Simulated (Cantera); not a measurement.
Standard-state values (1 bar) from the NASA 1993 polynomials, evaluated with Cantera. Values are per mole of reaction as written; species without (g) are pure solids or liquids, kept so even where they would boil at 1 bar.

Between 1148 and 1398 K, where is each reaction favourable under standard conditions?
- 6 H2O(g) + Cr2N + 3 N(g) = 2 CrO3(g) + 4 NH3(g)


- 6 H2O(g) + Cr2N + 3 N(g) = 2 CrO3(g) + 4 NH3(g): ΔG° is -171 kJ at 1148 K and -69 kJ at 1398 K; it stays negative (K > 1). ΔH° is -644 kJ and ΔS° -412 J/K at 1398 K.
